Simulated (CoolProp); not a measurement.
A single-stage vapour-compression cycle with R22: evaporating at 323.15 K (dew point), condensing at 345.15 K (bubble point), superheat 2 K, subcooling 0 K, compressor efficiency 0.65, no pressure losses. Each further row changes one setting.

Values from CoolProp's reference Helmholtz-energy equation of state, Kamei 1995.

```
case                              cooling COP  pressure ratio  discharge temperature (K)  refrigerating effect (kJ/kg)  volumetric capacity (kJ/m³)
--------------------------------  -----------  --------------  -------------------------  ----------------------------  ---------------------------
as stated                                7.30            1.61                      360.6                           123                        10400
evaporating temperature 328.15 K         9.78            1.44                      357.4                           124                        11900
condensing temperature 340.15 K          9.94            1.45                      352.7                           131                        11100
subcooling 5 K                           7.80            1.61                      360.6                           132                        11100
superheat 12 K                           7.28            1.61                      371.1                           134                        10400
compressor efficiency 0.55               6.17            1.61                      363.2                           123                        10400
```
